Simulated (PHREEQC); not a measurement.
1 kg of water holding 0.054 mol/kgw SrCl2, 0.0087 mol/kgw KCl, 0.33 mol/kgw CaCl2 and 0.25 mol/kgw MgCl2 is evaporated at 25 °C; the solids stay in contact with the brine. The system is closed to CO2. The run lets Bischofite, Brucite, Carnallite, Portlandite, Sylvite, MgCl2_4H2O precipitate or redissolve, and no other solid.

Equilibrium calculation in PHREEQC: Pitzer model, pitzer.dat.

Question: Predict water activity at water left (kg) = 1, 0.5552, 0.3082, 0.2082.

Answer: 
```tsv
water left (kg)	water activity
1	0.967
0.5552	0.933
0.3082	0.850
0.2082	0.736
```
